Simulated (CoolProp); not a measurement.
Vapour-liquid equilibrium of n-heptane (1) + o-xylene (2) at 493.8 K; x and y are mole fractions of (1).

Model: multi-fluid Helmholtz-energy mixture model, Span 2003 and Zhou 2012; pair parameters Bell 2016, in CoolProp.

```
x      bubble pressure, mixture model (MPa)  bubble pressure, Raoult's law (MPa)  y, mixture model  y, Raoult's law
-----  ------------------------------------  -----------------------------------  ----------------  ---------------
0.05                                 0.5880                               0.5781             0.120            0.119
0.125                                     ?                               0.6412             0.261            0.269
0.2                                  0.7313                               0.7044             0.372            0.391
0.275                                0.7973                               0.7676             0.462            0.494
0.35                                 0.8606                               0.8308             0.539            0.581
0.425                                0.9217                               0.8940             0.606            0.655
0.5                                  0.9815                               0.9571             0.666            0.720
0.575                                 1.040                                1.020             0.722            0.777
0.65                                  1.099                                1.083             0.774            0.827
0.725                                 1.157                                1.147                 ?            0.871
0.8                                   1.216                                1.210                 ?            0.911
0.875                                 1.276                                1.273             0.920            0.947
0.95                                  1.337                                1.336             0.968            0.980
```

Q: Some entries are withheld; supply them.

A: 
- 0.125, bubble pressure, mixture model (MPa): 0.6618
- 0.725, y, mixture model: 0.824
- 0.8, y, mixture model: 0.873

The largest gap from Raoult's law is +3.9 % in bubble pressure, at x = 0.275. No azeotrope shows between x = 0.05 and 0.95.

Pair parameters are fitted to limited data, so mixtures are less certain than the pure fluids.
